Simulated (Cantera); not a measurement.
A perfectly stirred reactor is fed with CO : H₂ : O₂ : N₂ = 1 : 0.11 : 0.427 : 1.61 (molar parts), at 218 Torr; it is adiabatic with a 525 K inlet, and is followed from long to short residence time, starting on the burning branch (τ in s: 0.12, 0.05, 0.02, 0.0083, 0.0034, 0.0014, 0.00056, 0.00023, 9.3e-05, 3.8e-05, 1.5e-05, 6.2e-06).

Cantera simulation using GRI-Mech 3.0 (53 species, 325 reactions); the numbers are that mechanism's predictions, not measurements.

Q: What does this change do: pressure from 218 Torr to 760 Torr?

A: 
```csv
quantity,before,after
"blow-out, bracketed by the residence times tried","burning at 0.560 ms, out at 0.230 ms","burning at 93.0 µs, out at 38.0 µs"
x(CO) at τ = 0.120 s,0.127,0.112
x(H₂) at τ = 0.120 s,0.00308,0.00252
x(O₂) at τ = 0.120 s,0.0153,0.00770
x(NO) at τ = 0.120 s,0.00282,0.00327
x(H₂O₂) at τ = 0.120 s,1.14e-8,2.10e-8
x(CO) at τ = 0.560 ms,0.190,0.162
x(H₂) at τ = 0.560 ms,0.00419,0.00455
x(O₂) at τ = 0.560 ms,0.0503,0.0338
x(NO) at τ = 0.560 ms,3.38e-5,0.000141
x(H₂O₂) at τ = 0.560 ms,2.31e-7,1.75e-7
```

Q: What does this change do: N2 1.61 to 1.2 parts?

A: 
```tsv
quantity	before	after
blow-out, bracketed by the residence times tried	burning at 0.560 ms, out at 0.230 ms	burning at 0.230 ms, out at 93.0 µs
x(CO) at τ = 0.120 s	0.127	0.159
x(H₂) at τ = 0.120 s	0.00308	0.00366
x(O₂) at τ = 0.120 s	0.0153	0.0219
x(NO) at τ = 0.120 s	0.00282	0.00493
x(H₂O₂) at τ = 0.120 s	1.14e-8	1.84e-8
x(CO) at τ = 0.560 ms	0.190	0.216
x(H₂) at τ = 0.560 ms	0.00419	0.00486
x(O₂) at τ = 0.560 ms	0.0503	0.0540
x(NO) at τ = 0.560 ms	3.38e-5	4.86e-5
x(H₂O₂) at τ = 0.560 ms	2.31e-7	2.28e-7
```
